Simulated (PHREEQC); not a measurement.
Consider water at 25 °C with 0.03 mol (NH4)2SiF6 per kg of water. Closed to the air; pH follows from the charge balance.

Computed with PHREEQC (ion-association model, phreeqc.dat).

No solid was allowed to form.

**Question.** Predict the pH, ionic strength.

**Answer.** pH 3.13; ionic strength 0.0902 mol/kgw.

**Question.** In which forms is Si present?

**Answer.** SiF6-2 98 %, H4SiO4 2.4 % of the Si.

Examples of supersaturated solids here: Quartz (slow to form), Chalcedony (slow to form). Others may be too. SiF6-2 is the database's only silicon fluoride.
